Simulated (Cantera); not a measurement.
Input: 1 mol Si(CH₃)₄, 0.025 mol C₂H₂, 1400 mol H₂, 0.45 mol N₂, held at 90.0 Torr.

Cantera equilibrium calculation (NASA polynomials, part measured and part estimated; ideal gas, pure solids and liquids). Candidate condensed phases: C, C₆H₆, C₇H₈, C₈H₁₈, Si, SiC, Si₃N₄; 105 gas species. N₂ is the only nitrogen source here; it is nearly inert below about 1500 K, so the nitride shown seldom forms there in practice. Mutual solubility and eutectic melting of coexisting phases are not modelled. Rates play no part.

Question: Which condensed phases are stable at each of these points (T (K)): 1098, 1198, 1298, 1398, 1498, 1598, 1698, 1798?

Answer: 
```
T (K)      condensed phases  Si condensed (%)
-----  --------------------  ----------------
1098      SiC(s) + Si₃N₄(s)             100.0
1198   C(graphite) + SiC(s)             100.0
1298   C(graphite) + SiC(s)             100.0
1398   C(graphite) + SiC(s)             100.0
1498   C(graphite) + SiC(s)             100.0
1598   C(graphite) + SiC(s)             100.0
1698   C(graphite) + SiC(s)             100.0
1798   C(graphite) + SiC(s)              99.8
```

At 1098 K the condensed part is SiC(s) + Si₃N₄(s). From 1198 K to 1798 K the condensed part is C(graphite) + SiC(s).
